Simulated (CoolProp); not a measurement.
Saturated liquid density (kg/m³) of octamethylcyclotetrasiloxane (D4): the reference equation beside estimates from Tc = 586.5 K, pc = 1.347 MPa, ω = 0.598. Rackett uses Z = 0.29056 − 0.08775 ω.

The numbers come from the reference Helmholtz-energy equation of state, Thol 2015 in CoolProp.

```csv
T (K),reference,Rackett,Redlich-Kwong
348.8,892.2,1043,746.7
354.8,885.1,1035,740.6
360.7,878.1,1026,734.5
366.7,870.9,1018,728.2
372.7,863.7,1009,721.8
378.6,856.5,1001,715.4
384.6,849.2,991.7,708.7
390.5,841.9,982.9,702.0
396.5,834.5,973.8,695.0
```

Absolute difference from the reference over all 9 rows, mean and median: Rackett 16.8 and 16.8 %, Redlich-Kwong 16.5 and 16.4 %.
